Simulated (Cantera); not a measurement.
Input: 1 mol Si, 2.9 mol HBr, 25 mol N2, equilibrated at 1150 K and 6.30 mbar.

Equilibrium computed with Cantera from the NASA thermochemical tables; the gas is ideal and each condensed phase is pure. Candidate condensed phases: Br2, Si, Si3N4; 28 gas species. N2 is the only nitrogen source here; it is nearly inert below about 1500 K, so the nitride shown seldom forms there in practice. The tables' values for SiBr3 are old estimates; treat these amounts as uncertain. Rates play no part.

Base state: N2 0.897, HBr 0.0898, H2 0.00837, SiBr4 0.00392, Br 0.000519, SiBr2 0.000145, SiBr3 7.94e-5 (mole fractions); condensed: Si3N4(s).

Problem. What changes in the equilibrium state with this change: HBr from 2.9 to 9.7 mol?

Solution. 
| species | before | after |
|---|---|---|
| N2 | 0.897 | 0.728 |
| HBr | 0.0898 | 0.227 |
| H2 | 0.00837 | 0.0298 |
| SiBr4 | 0.00392 | 0.0144 |
| SiHBr3 | 4.42e-6 | 2.29e-5 |
| SiBr3 | 7.94e-5 | 0.000218 |
| SiBr2 | 0.000145 | 0.000297 |
| Br | 0.000519 | 0.000695 |
| Si3N4(s), mol | 0.296 | 0.165 |

Problem. What changes in the equilibrium state with this change: HBr from 2.9 to 6.5 mol?

Solution. 
| species | before | after |
|---|---|---|
| N2 | 0.897 | 0.798 |
| HBr | 0.0898 | 0.171 |
| H2 | 0.00837 | 0.0201 |
| SiBr4 | 0.00392 | 0.00966 |
| SiHBr3 | 4.42e-6 | 1.38e-5 |
| SiBr3 | 7.94e-5 | 0.000159 |
| SiBr2 | 0.000145 | 0.000236 |
| Br | 0.000519 | 0.000638 |
| Si3N4(s), mol | 0.296 | 0.230 |
